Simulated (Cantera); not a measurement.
## Transport properties of process gases

Gas mixture: N2O = 0.4 (molar parts), at 1.01 bar, frozen composition.

Cantera's kinetic-theory transport with the Lennard-Jones parameters of GRI-Mech 3.0, ideal gas; thermal conductivity in the mixture-averaged form.

| T (K) | ρ (kg/m³) | cp (J/kg/K) | μ (µPa s) | λ (mW/m/K) | Pr | D (cm²/s) CH3 | D (cm²/s) N2 | D (cm²/s) NH3 |
|---|---|---|---|---|---|---|---|---|
| 400 | 1.34 | 970.3 | 19.5 | 25.5 | 0.741 | 0.293 | 0.264 | 0.282 |
| 500 | 1.07 | 1043 | 23.6 | 33.2 | 0.740 | 0.438 | 0.391 | 0.434 |
| 600 | 0.894 | 1101 | 27.3 | 40.7 | 0.739 | 0.604 | 0.538 | 0.612 |
| 700 | 0.766 | 1150 | 30.8 | 47.9 | 0.739 | 0.791 | 0.701 | 0.815 |
| 800 | 0.670 | 1192 | 34.0 | 54.9 | 0.739 | 0.996 | 0.880 | 1.04 |
| 900 | 0.596 | 1227 | 37.1 | 61.5 | 0.740 | 1.22 | 1.08 | 1.28 |
D: mixture-averaged diffusion coefficient of that species in the mixture.
